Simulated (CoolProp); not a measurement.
Vapour-liquid equilibrium of propylene (1) + n-hexane (2) at 21.9 kPa; x and y are mole fractions of (1).

The numbers come from the multi-fluid Helmholtz-energy mixture model, Lemmon 2013 and Thol 2019; pair parameters Bell 2016 in CoolProp.

```
x     bubble temperature (K)  y at the bubble point  dew temperature at overall composition x (K)  liquid density (mol/L)
----  ----------------------  ---------------------  --------------------------------------------  ----------------------
0.05                   246.5                  0.947                                         298.9                   8.314
0.15                   224.6                  0.991                                         296.3                   8.960
0.25                   217.6                  0.995                                         293.5                   9.504
0.35                   213.4                  0.997                                         290.4                   10.07
0.45                   210.1                  0.998                                         286.8                   10.68
0.55                   207.1                  0.999                                         282.7                   11.35
0.65                   204.3                  0.999                                         277.8                   12.08
0.75                   201.8                  1.000                                         271.4                   12.89
0.85                   199.5                  1.000                                         262.5                   13.79
0.95                   197.6                  1.000                                         245.6                   14.78
```

No azeotrope shows between x = 0.05 and 0.95.

Pair parameters are fitted to limited data, so mixtures are less certain than the pure fluids. The gap from Raoult's law changes sign with composition, which may be real or a fault of the pair parameters; it wasn't checked against measurements. With so large a gap from Raoult's law the liquid may split in two, which this calculation doesn't test in full.
